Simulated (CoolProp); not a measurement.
Properties of ethylene along the isotherm 245 K (Tc = 282.4 K, pc = 5.042 MPa, ω = 0.087).

The numbers come from the reference Helmholtz-energy equation of state, Smukala 2000 in CoolProp.

```json
[
 {"p (MPa)": "1.58", "phase": "gas", "density (kg/m³)": "___", "expansivity (1/kK)": "8.021"},
 {"p (MPa)": "3.15", "phase": "liquid", "density (kg/m³)": "439.8", "expansivity (1/kK)": "5.624"},
 {"p (MPa)": "4.73", "phase": "liquid", "density (kg/m³)": "446.5", "expansivity (1/kK)": "___"},
 {"p (MPa)": "6.3", "phase": "liquid", "density (kg/m³)": "452.2", "expansivity (1/kK)": "4.609"},
 {"p (MPa)": "7.88", "phase": "liquid", "density (kg/m³)": "457.4", "expansivity (1/kK)": "4.271"},
 {"p (MPa)": "9.45", "phase": "liquid", "density (kg/m³)": "462.1", "expansivity (1/kK)": "4.001"},
 {"p (MPa)": "11", "phase": "liquid", "density (kg/m³)": "466.4", "expansivity (1/kK)": "3.778"},
 {"p (MPa)": "12.6", "phase": "liquid", "density (kg/m³)": "470.5", "expansivity (1/kK)": "3.584"},
 {"p (MPa)": "14.2", "phase": "liquid", "density (kg/m³)": "___", "expansivity (1/kK)": "3.417"},
 {"p (MPa)": "15.8", "phase": "liquid", "density (kg/m³)": "477.9", "expansivity (1/kK)": "3.271"},
 {"p (MPa)": "17.3", "phase": "liquid", "density (kg/m³)": "481.1", "expansivity (1/kK)": "3.150"},
 {"p (MPa)": "18.9", "phase": "liquid", "density (kg/m³)": "484.3", "expansivity (1/kK)": "3.034"},
 {"p (MPa)": "20.5", "phase": "liquid", "density (kg/m³)": "487.3", "expansivity (1/kK)": "2.931"},
 {"p (MPa)": "22.1", "phase": "liquid", "density (kg/m³)": "490.3", "expansivity (1/kK)": "2.837"},
 {"p (MPa)": "23.6", "phase": "liquid", "density (kg/m³)": "492.9", "expansivity (1/kK)": "___"},
 {"p (MPa)": "25.2", "phase": "liquid", "density (kg/m³)": "495.6", "expansivity (1/kK)": "2.678"}
]
```

### Question
Some entries are withheld; supply them.

### Answer

- 1.58, density (kg/m³): 26.99
- 4.73, expansivity (1/kK): 5.039
- 14.2, density (kg/m³): 474.3
- 23.6, expansivity (1/kK): 2.757
